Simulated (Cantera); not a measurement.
A perfectly stirred reactor is fed with CO : H2 : CH4 : O2 : N2 = 1 : 0.064 : 0.069 : 0.558 : 2.1 (molar parts), equivalence ratio 1.2, at 5.00 bar; it is adiabatic with a 775 K inlet, and is followed from long to short residence time, starting on the burning branch (τ in s: 0.12, 0.055, 0.024, 0.011, 0.0046, 0.002, 0.00089, 0.00039, 0.00017, 7.5e-05, 3.3e-05, 1.5e-05).

Detailed kinetics in Cantera: GRI-Mech 3.0 (53 species, 325 reactions).

**Question.** What does this change do: pressure from 5.00 bar to 1.01 bar?

**Answer.** 
```
quantity                                                                          before                               after
------------------------------------------------  --------------------------------------  ----------------------------------
blow-out, bracketed by the residence times tried  burning at 15.0 µs, the shortest tried  burning at 33.0 µs, out at 15.0 µs
x(CO) at τ = 0.120 s                                                              0.0862                              0.0964
x(H2) at τ = 0.120 s                                                             0.00307                             0.00363
x(CH4) at τ = 0.120 s                                                            5.26e-8                             1.78e-7
x(HO2) at τ = 0.120 s                                                            1.90e-6                             1.43e-6
x(H) at τ = 0.120 s                                                              0.00114                             0.00201
x(CO) at τ = 0.890 ms                                                             0.0975                               0.131
x(H2) at τ = 0.890 ms                                                            0.00361                             0.00601
x(CH4) at τ = 0.890 ms                                                           4.70e-6                             1.05e-5
x(HO2) at τ = 0.890 ms                                                           3.34e-6                             3.84e-6
x(H) at τ = 0.890 ms                                                             0.00209                              0.0101
```

**Question.** What does this change do: O2 0.558 to 0.44 parts?

**Answer.** 
```
quantity                                                                          before                                   after
------------------------------------------------  --------------------------------------  --------------------------------------
blow-out, bracketed by the residence times tried  burning at 15.0 µs, the shortest tried  burning at 15.0 µs, the shortest tried
x(CO) at τ = 0.120 s                                                              0.0862                                   0.132
x(H2) at τ = 0.120 s                                                             0.00307                                 0.00626
x(CH4) at τ = 0.120 s                                                            5.26e-8                                 3.00e-7
x(HO2) at τ = 0.120 s                                                            1.90e-6                                 1.01e-7
x(H) at τ = 0.120 s                                                              0.00114                                0.000710
x(CO) at τ = 0.890 ms                                                             0.0975                                   0.139
x(H2) at τ = 0.890 ms                                                            0.00361                                 0.00669
x(CH4) at τ = 0.890 ms                                                           4.70e-6                                 8.06e-6
x(HO2) at τ = 0.890 ms                                                           3.34e-6                                 1.75e-6
x(H) at τ = 0.890 ms                                                             0.00209                                 0.00301
```
